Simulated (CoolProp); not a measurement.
Values from CoolProp's reference Helmholtz-energy equation of state, Thol 2015.

**Question.** For octamethylcyclotetrasiloxane (D4), give the phase and the cp (kJ/(kg K)), Joule-Thomson coefficient (K/MPa), fugacity coefficient at 75.85 °C and 0.609 MPa; 208.95 °C and 0.609 MPa; 342.05 °C and 0.609 MPa.

**Answer.** 
- 75.85 °C and 0.609 MPa: liquid; cp 1.76, Joule-Thomson coefficient -0.345, fugacity coefficient 0.00516
- 208.95 °C and 0.609 MPa: liquid; cp 2.08, Joule-Thomson coefficient 0.0376, fugacity coefficient 0.330
- 342.05 °C and 0.609 MPa: gas; cp 2.08, Joule-Thomson coefficient 9.16, fugacity coefficient 0.871
